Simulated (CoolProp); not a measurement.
Dodecamethylcyclohexasiloxane (D6) along the isotherm 346.85 °C: fugacity coefficient from the reference equation and from simpler models built on Tc = 372.6 °C, pc = 0.9614 MPa, ω = 0.736; each cubic takes its own stable root.

The numbers come from the reference Helmholtz-energy equation of state, Colonna 2008 in CoolProp. It is a short technical equation, of lower accuracy than the large ones.

| p (MPa) | phase | reference | van der Waals | Soave-Redlich-Kwong | Peng-Robinson |
|---|---|---|---|---|---|
| 0.0076 | gas | 0.9962 | 0.9974 | 0.9968 | 0.9965 |
| 0.0173 | gas | 0.9914 | 0.9941 | 0.9928 | 0.9921 |
| 0.0394 | gas | 0.9804 | 0.9866 | 0.9835 | 0.9819 |
| 0.0896 | gas | 0.9557 | 0.9695 | 0.9627 | 0.9591 |
| 0.204 | gas | 0.9009 | 0.9308 | 0.9156 | 0.9080 |
| 0.464 | gas | 0.7822 | 0.8426 | 0.8098 | 0.7949 |
| 1.06 | liquid | 0.4601 | 0.5880 | 0.4922 | 0.4746 |
| 2.4 | liquid | 0.2506 | 0.3525 | 0.2732 | 0.2570 |
